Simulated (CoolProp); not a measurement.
Properties of methanol along the isobar 0.329 MPa (Tc = 240.2 °C, pc = 8.216 MPa, ω = 0.565).

Computed with CoolProp (reference Helmholtz-energy equation of state, de Reuck 1993).

| T (°C) | phase | Z | Joule-Thomson coefficient (K/MPa) | isothermal compressibility (1/MPa) | viscosity (µPa s) | Prandtl number |
|---|---|---|---|---|---|---|
| 138.35 | gas | 0.9621 | 37.03 | [?] | 13.2 | 0.930 |
| 152.05 | gas | 0.9684 | 30.42 | 3.146 | 13.7 | 0.888 |
| 165.75 | gas | 0.9733 | 25.61 | 3.127 | 14.2 | 0.865 |
| 179.45 | gas | 0.9771 | 21.83 | 3.114 | 14.7 | 0.850 |
| 193.15 | gas | 0.9803 | 18.74 | 3.103 | 15.2 | 0.838 |
| 206.85 | gas | 0.9829 | 16.15 | 3.094 | 15.6 | 0.830 |
| 220.55 | gas | 0.9850 | 13.94 | 3.087 | 16.1 | 0.823 |
| 234.25 | gas | 0.9867 | 12.05 | 3.081 | 16.6 | 0.817 |
| 247.95 | gas | 0.9882 | 10.42 | 3.077 | 17.1 | 0.812 |
| 261.65 | gas | 0.9894 | 9.003 | 3.073 | 17.6 | [?] |
| 275.35 | gas | 0.9904 | 7.774 | 3.070 | 18.0 | 0.804 |
| 289.05 | gas | 0.9912 | 6.704 | 3.067 | 18.5 | 0.800 |
| 302.75 | gas | 0.9919 | 5.769 | 3.065 | 19.0 | 0.797 |
| 316.45 | gas | 0.9925 | 4.951 | 3.063 | 19.4 | 0.794 |
| 330.25 | gas | 0.9929 | 4.229 | 3.061 | 19.9 | 0.792 |
| 343.95 | gas | 0.9933 | 3.601 | 3.060 | 20.4 | [?] |

**Question.** Complete the blanks.

**Answer.** 
- 138.35, isothermal compressibility (1/MPa): 3.171
- 261.65, Prandtl number: 0.807
- 343.95, Prandtl number: 0.790

Viscosity comes from a separate model (Xiang 2006). Thermal conductivity comes from a separate model (Sykioti 2013).
